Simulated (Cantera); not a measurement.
Cantera run:

```python
import numpy as np
import cantera as ct

gas_names = """
    N2O N
""".split()
cond_names = """
    VN(s) V2O5(s) V2O5(L)
""".split()


# ... load() reads the species with a 1 bar reference pressure and builds the phases ...
species = {s.name: s for s in load("nasa_gas.yaml", gas_names) + load("nasa_condensed.yaml", cond_names)}
# Each term lists the table entries of one substance; the one whose range holds T is used.
reactions = {
    '5 N2O(g) + 2 VN = 12 N(g) + V2O5':
        [(-5, ['N2O']), (-2, ['VN(s)']), (12, ['N']), (1, ['V2O5(s)', 'V2O5(L)'])],
}


def pick(names, T):
    return next(species[n] for n in names if species[n].thermo.min_temp <= T <= species[n].thermo.max_temp)


results = []
for label, terms in reactions.items():
    print(label)
    print("     T/K   dH/kJ  dS/(J/K)   dG/kJ   log10 K")
    for T in [300, 950, 1050, 1150, 1250, 1350, 1450, 1550]:
        used = [(nu, pick(names, T)) for nu, names in terms]
        dH = sum(nu * s.thermo.h(T) for nu, s in used) / 1e6
        dS = sum(nu * s.thermo.s(T) for nu, s in used) / 1e3
        dG = dH - T * dS / 1e3
        logK = -dG * 1e6 / (ct.gas_constant * T * np.log(10))
        results.append((label, T, dH, dS, dG, logK, [s.name for _, s in used]))
        print(f"{T:8g} {dH:8.1f} {dS:8.1f} {dG:8.1f} {logK:8.2f}")
```

Result:

```
5 N2O(g) + 2 VN = 12 N(g) + V2O5
     T/K   dH/kJ  dS/(J/K)   dG/kJ   log10 K
     300   4148.0    796.3   3909.1  -680.63
     950   4263.6    961.8   3349.9  -184.19
    1050   4269.3    967.5   3253.4  -161.84
    1150   4274.3    972.1   3156.4  -143.37
    1250   4278.7    975.7   3059.0  -127.83
    1350   4282.5    978.7   2961.3  -114.58
    1450   4285.7    981.0   2863.3  -103.15
    1550   4288.4    982.8   2765.1   -93.18
```

Source: NASA polynomial tables (part measured, part estimated), evaluated in Cantera. VN: taken at fixed stoichiometry. Condensed species are held in their standard states even where they would react or evaporate.
